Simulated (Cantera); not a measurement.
Feed: 1 mol Cr2O3, 440 mol H2, 0.36 mol N2, equilibrated at 950 K and 0.133 bar.

Equilibrium computed with Cantera from the NASA thermochemical tables; the gas is ideal and each condensed phase is pure. Candidate condensed phases: Cr, CrN, Cr2N, Cr2O3, H2O; 29 gas species. Kinetics and transport are ignored.

Base state: H2 0.999, N2 0.000815 (mole fractions); condensed: Cr2N(s) + Cr2O3(s).

### Question
What changes in the equilibrium state with this change: temperature from 950 K to 1673 K?

### Answer
| species | before | after |
|---|---|---|
| H2 | 0.999 | 0.995 |
| H2O | 8.17e-6 | 0.00344 |
| N2 | 0.000815 | 0.000817 |
| H | 1.52e-9 | 0.000311 |
| Cr | <1e-9 | 0.000101 |
| Cr2N(s), mol | 0.00120 | 0 |
| Cr2O3(s), mol | 0.999 | 0.495 |
| Cr(s), mol | 0 | 0.966 |
Mutual solubility and eutectic melting of coexisting phases are not modelled.
